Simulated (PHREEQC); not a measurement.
Solution (25 °C): 0.065 mol/kgw HNO3 and 0.24 mol/kgw CuSO4. Closed to the air; pH follows from the charge balance.

Computed with PHREEQC (ion-association model, phreeqc.dat).

```
Quantity                      Value
--------------------  -------------
pH                             1.76
ionic strength        0.507 mol/kgw
activity of water             0.992
specific conductance    25000 µS/cm
density                 1.036 g/cm³
total alkalinity       -65.0 meq/kg
```

```json
[
 {"species": "Cu+2", "molality": "0.132", "activity": "0.0327", "log γ": "-0.604"},
 {"species": "CuSO4", "molality": "0.108", "activity": "0.122", "log γ": "0.051"},
 {"species": "SO4-2", "molality": "0.0893", "activity": "0.0182", "log γ": "-0.690"},
 {"species": "NO3-", "molality": "0.0650", "activity": "0.0398", "log γ": "-0.213"},
 {"species": "HSO4-", "molality": "0.0422", "activity": "0.0309", "log γ": "-0.135"},
 {"species": "H+", "molality": "0.0228", "activity": "0.0174", "log γ": "-0.117"},
 {"species": "CuOH+", "molality": "2.87e-8", "activity": "1.86e-8", "log γ": "-0.188"}
]
```

This is a speciation only: nothing precipitates in the calculation.
